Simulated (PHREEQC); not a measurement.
**Spent oxide etchant: speciation**

Solution (25 °C): 0.02 mol/kgw NH4HF2, 0.00056 mol/kgw H2SiF6 and 0.12 mol/kgw H3PO4. Closed to the air; pH follows from the charge balance.

Model: ion-association model, wateq4f.dat, run in PHREEQC.

```json
{
  "pH": "1.75",
  "ionic_strength": "0.0412 mol/kgw",
  "total_alkalinity": "-143 meq/kg"
}
```

```
species  molality  activity   log γ
-------  --------  --------  ------
H3PO4      0.0822    0.0830   0.004
H2PO4-     0.0378    0.0317  -0.076
HF         0.0326    0.0329   0.004
H+         0.0206    0.0178  -0.065
NH4+       0.0200    0.0167  -0.080
H2F2      0.00279   0.00281   0.004
F-        0.00150   0.00123  -0.084
SiF6-2   0.000560  0.000274  -0.310
HF2-     0.000189  0.000156  -0.084
HPO4-2    2.27e-7   1.11e-7  -0.310
```

Precipitation was switched off in this run. wateq4f.dat counts part of the HF as a dimer, H2F2, which phreeqc.dat doesn't know; its constant is uncertain. H3PO4, which wateq4f.dat lacks, is added to it with the constant of phreeqc.dat. SiF6-2 is the database's only silicon fluoride.
